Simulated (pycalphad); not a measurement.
Computed with pycalphad from the COST 507 light-alloy database (1999), at 1 atm. The database dates from 1999; later assessments differ in places, in temperatures and in the compounds included. Phase fractions are per mole of atoms. Kinetics are ignored, which matters at the lower temperatures.

**Question.** Give the equilibrium state of Si-16.95Ti (at.%) at 800 K.

**Answer.** SI2TI, fraction 0.509, with 33.3 Ti at.%; DIAMOND_A4, fraction 0.491, with <0.01 Ti at.%.

Database names, with the compositions (at.%) that they take in these runs: SI2TI: Si 67 Ti 33. DIAMOND_A4 is diamond (Si).
